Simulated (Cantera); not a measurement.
Thermodynamics of silicon nitride deposition, feed SiHCl3 + NH3 + H2

Charge: 1 mol SiHCl3, 16 mol NH3, 1.6 mol H2, at 625 °C and 0.180 bar.

Method: chemical equilibrium by Gibbs-energy minimisation in Cantera with the NASA 1993 tables (ideal gas, pure condensed phases). Candidate condensed phases: NH4Cl, Si, Si3N4; 28 gas species. Kinetics and transport are ignored.

```yaml
x(H2): 0.704
x(N2): 0.210
x(HCl): 0.0856
x(SiCl4): 8.23e-5
x(NH3): 6.00e-5
x(SiHCl3): 1.89e-6
n(Si3N4(s)): 0.332 mol
gas_amount: 34.93 mol
log10 activity of Si(s) (absent): -7.72
```
